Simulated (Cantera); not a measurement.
acetone + H2 (carbon deposition, reforming and gasification)

A closed system holds: 1 mol acetone, 3.2 mol H2, at 2325 K and 10000 Pa.

Method: chemical equilibrium by Gibbs-energy minimisation in Cantera with the NASA 1993 tables (ideal gas, pure condensed phases). Candidate condensed phases: C, C6H6, C7H8, C8H18, H2O; 110 gas species. The feed counts by its element totals alone. The numbers say what is thermodynamically allowed, not how fast it happens.

| Item | Value |
|---|---|
| x(H2) | 0.828 |
| x(CO) | 0.137 |
| x(H) | 0.0316 |
| x(C2H2 (acetylene)) | 0.00405 |
| x(CH4) | 1.40e-5 |
| x(CH3) | 9.99e-6 |
| x(C4H2) | 8.11e-6 |
| x(C2H) | 7.44e-6 |
| x(C2H2 (vinylidene)) | 1.67e-6 |
| n(C(graphite)) | 1.94 mol |
| gas amount | 7.316 mol |
